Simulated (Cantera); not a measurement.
Input: 1 mol PbO, 0.014 mol H2O, equilibrated at 1.80 bar.

These are equilibrium values from Cantera (NASA tables, ideal gas, pure condensed phases), not measurements of a reactor. Candidate condensed phases: H2O, Pb, PbO, PbO2, Pb3O4; 12 gas species. Gases not in the tables: (PbO)n polymers. Equilibrium is a limit: real reactors are often held back by kinetics, nucleation or transport. All values below are at 1075 °C.

Base state: H2O 0.999, PbO 0.000558, Pb 8.98e-5, O2 5.34e-5, H2 2.01e-5 (mole fractions); condensed: PbO(l).

### Question
What changes in the equilibrium state with this change: 0.00041 mol CH4 added?

### Answer
```tsv
species	before	after
H2O	0.999	0.969
CO2	0	0.0268
Pb	8.98e-5	0.00265
CO	0	3.12e-5
O2	5.34e-5	6.12e-8
H2	2.01e-5	0.000577
PbO	0.000558	0.000558
PbO(l), mol	1.000	0.998
Pb(l), mol	0	0.00159
```
Each liquid is taken as pure. Mutual solubility and eutectic melting of coexisting phases are not modelled. Further candidate phases: C, C6H6, C7H8, C8H18.
